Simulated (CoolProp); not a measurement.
Vapour-liquid equilibrium of R142b (1) + R113 (2) at 62.8 kPa; x and y are mole fractions of (1).

Model: multi-fluid Helmholtz-energy mixture model, Lemmon 2006 and Marx 1992; pair parameters Bell 2016, in CoolProp.

### Question
Give the bubble temperature and the first vapour's composition at x = 0.575, 0.725, 0.95. Is there an azeotrope?

### Answer
x = 0.575: 262.2 K, y = 0.930; x = 0.725: 258.5 K, y = 0.959; x = 0.95: 253.8 K, y = 0.993. No azeotrope shows between x = 0.05 and 0.95.

The pair parameters rest on a limited set of measurements; away from them the model extrapolates.
